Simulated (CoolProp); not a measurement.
Tetrahydrofuran along the isotherm 141.35 °C: Z from the reference equation and from simpler models built on Tc = 267.0 °C, pc = 53.04 bar, ω = 0.234; each cubic takes its own stable root.

The numbers come from the reference Helmholtz-energy equation of state, Fiedler 2023 in CoolProp.

```json
[
 {"p (bar)": "3.32", "phase": "gas", "reference": "0.9487"},
 {"p (bar)": "6.63", "phase": "gas", "reference": "0.8914"},
 {"p (bar)": "9.95", "phase": "liquid", "reference": "0.02808"},
 {"p (bar)": "13.3", "phase": "liquid", "reference": "0.03749"},
 {"p (bar)": "16.6", "phase": "liquid", "reference": "0.04674"},
 {"p (bar)": "19.9", "phase": "liquid", "reference": "0.05597"},
 {"p (bar)": "23.2", "phase": "liquid", "reference": "0.06519"},
 {"p (bar)": "26.5", "phase": "liquid", "reference": "0.07438"}
]
```

Question: How far does each simpler model (Redlich-Kwong, Soave-Redlich-Kwong, Peng-Robinson) lie from the reference over these 8 states: mean and median of the absolute difference, and the worst?

Answer: 
- Redlich-Kwong: mean 10.4 %, median 13.4 %, worst +14.0 % at 141.35 °C and 9.95 bar
- Soave-Redlich-Kwong: mean 6.8 %, median 8.9 %, worst +9.2 % at 141.35 °C and 9.95 bar
- Peng-Robinson: mean 2.9 %, median 3.8 %, worst -3.9 % at 141.35 °C and 26.5 bar
